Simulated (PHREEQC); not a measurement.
Dissolve 0.0019 mol FeCl3, 0.008 mol ZnCl2, 8.2e-05 mol H2SO4 and 0.00018 mol Na2SO4 per kg of water at 20 °C. Closed to the air; pH follows from the charge balance.

The numbers come from PHREEQC with the ion-association model, wateq4f.dat.

Question: The ionic strength comes out as 0.0326 mol/kgw. What activity coefficients do Zn+2, Fe(OH)2+, FeCl+2, Fe2(OH)2+4, FeOH+2 get?

Answer: Zn+2 0.54, Fe(OH)2+ 0.85, FeCl+2 0.52, Fe2(OH)2+4 0.070, FeOH+2 0.52.

This is a speciation only: nothing precipitates in the calculation. The solution is supersaturated, for example in Hematite (slow to form), Goethite (slow to form), so a real one may precipitate; this is no full list. Complexes and solids missing from the database can't appear.
